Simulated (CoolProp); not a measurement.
Vapour-liquid equilibrium of o-xylene (1) + n-decane (2) at 0.000916 MPa; x and y are mole fractions of (1).

The numbers come from the multi-fluid Helmholtz-energy mixture model, Zhou 2012 and Lemmon 2006; pair parameters Bell 2016 in CoolProp.

```json
[
 {"x": "0.05", "bubble temperature (°C)": "48.3", "y at the bubble point": "0.173", "dew temperature at overall composition x (°C)": "50.0", "liquid density (mol/L)": "5.082"},
 {"x": "0.2", "bubble temperature (°C)": "42.2", "y at the bubble point": "0.514", "dew temperature at overall composition x (°C)": "47.9", "liquid density (mol/L)": "5.453"},
 {"x": "0.35", "bubble temperature (°C)": "37.5", "y at the bubble point": "0.704", "dew temperature at overall composition x (°C)": "45.4", "liquid density (mol/L)": "5.857"},
 {"x": "0.5", "bubble temperature (°C)": "33.8", "y at the bubble point": "0.819", "dew temperature at overall composition x (°C)": "42.5", "liquid density (mol/L)": "6.303"},
 {"x": "0.65", "bubble temperature (°C)": "30.8", "y at the bubble point": "0.895", "dew temperature at overall composition x (°C)": "39.0", "liquid density (mol/L)": "6.803"},
 {"x": "0.8", "bubble temperature (°C)": "28.3", "y at the bubble point": "0.948", "dew temperature at overall composition x (°C)": "34.5", "liquid density (mol/L)": "7.368"},
 {"x": "0.95", "bubble temperature (°C)": "26.1", "y at the bubble point": "0.989", "dew temperature at overall composition x (°C)": "28.2", "liquid density (mol/L)": "8.012"}
]
```

No azeotrope shows between x = 0.05 and 0.95.

Pair parameters are fitted to limited data, so mixtures are less certain than the pure fluids.
